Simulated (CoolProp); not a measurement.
A single-stage vapour-compression cycle with isobutane: evaporating at 218.15 K (dew point), condensing at 270.15 K (bubble point), superheat 10 K, subcooling 8 K, compressor efficiency 0.85, no pressure losses. Each further row changes one setting.

Values from CoolProp's reference Helmholtz-energy equation of state, Bücker 2006.

```tsv
case	cooling COP	pressure ratio	discharge temperature (K)	refrigerating effect (kJ/kg)	volumetric capacity (kJ/m³)
as stated	3.11	11.2	299.4	320	124
evaporating temperature 223.15 K	3.59	8.39	296.2	327	166
condensing temperature 265.15 K	3.51	9.31	293.7	331	129
subcooling 13 K	3.22	11.2	299.4	331	129
superheat 20 K	3.11	11.2	309.8	334	124
compressor efficiency 0.75	2.74	11.2	307.3	320	124
```
